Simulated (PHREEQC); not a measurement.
NaCl is added in steps, without added water, to 1 kg of water holding 0.32 mmol/kgw H2S, 0.17 mmol/kgw HCl and 33 mmol/kgw CdCl2, at 25 °C. The system is closed to oxygen. The system is closed to CO2. Solids allowed: Cd(OH)2, CdOHCl, Greenockite, Halite. Others were left out.

Base run: PHREEQC, ion-association model, wateq4f.dat. Each further column changes one thing. The table gives pH.

```csv
NaCl added (mol),base,all activity coefficients set to 1,Davies equation for every ion
0,3.16,3.09,3.18
0.03125,3.17,3.09,3.19
0.06875,3.18,3.09,3.20
0.1,3.18,3.09,3.21
0.1313,3.19,3.09,3.21
0.1688,3.19,3.09,3.22
0.2,3.19,3.09,3.22
```

The polysulfide entries of wateq4f.dat were taken out for this run.
